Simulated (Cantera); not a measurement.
Ammonia decomposition in nitride growth gas

A perfectly stirred reactor is fed with NH₃ : H₂ = 1 : 0.87 (molar parts), at 0.240 bar; it is held at 1525 K, and followed from long to short residence time.

Computed with Cantera and the gas-phase N/H chemistry of the illustrative SiF4/NH3 mechanism in the Surface Chemkin manual (1991). Walls and surfaces, which speed up NH3 decomposition in real reactors, are not modelled.

```json
[
 {"τ (s)": "6.9", "x NH₃": "0.494", "x H₂": "0.493", "x NH": "1.20e-7", "x N₂H₄": "2.79e-8", "x N₂H₂": "1.69e-7"},
 {"τ (s)": "1.7", "x NH₃": "0.524", "x H₂": "0.473", "x NH": "1.22e-7", "x N₂H₄": "3.02e-8", "x N₂H₂": "1.86e-7"},
 {"τ (s)": "0.42", "x NH₃": "0.532", "x H₂": "0.467", "x NH": "1.20e-7", "x N₂H₄": "3.02e-8", "x N₂H₂": "1.86e-7"},
 {"τ (s)": "0.10", "x NH₃": "0.534", "x H₂": "0.466", "x NH": "1.08e-7", "x N₂H₄": "2.72e-8", "x N₂H₂": "1.67e-7"},
 {"τ (s)": "0.026", "x NH₃": "0.535", "x H₂": "0.465", "x NH": "6.89e-8", "x N₂H₄": "1.74e-8", "x N₂H₂": "1.05e-7"},
 {"τ (s)": "0.0064", "x NH₃": "0.535", "x H₂": "0.465", "x NH": "1.25e-8", "x N₂H₄": "3.12e-9", "x N₂H₂": "1.79e-8"},
 {"τ (s)": "0.0016", "x NH₃": "0.535", "x H₂": "0.465", "x NH": "8.59e-10", "x N₂H₄": "2.12e-10", "x N₂H₂": "1.14e-9"},
 {"τ (s)": "0.00039", "x NH₃": "0.535", "x H₂": "0.465", "x NH": "5.09e-11", "x N₂H₄": "1.21e-11", "x N₂H₂": "5.64e-11"}
]
```
x: mole fraction; the columns are a selection and need not sum to one.
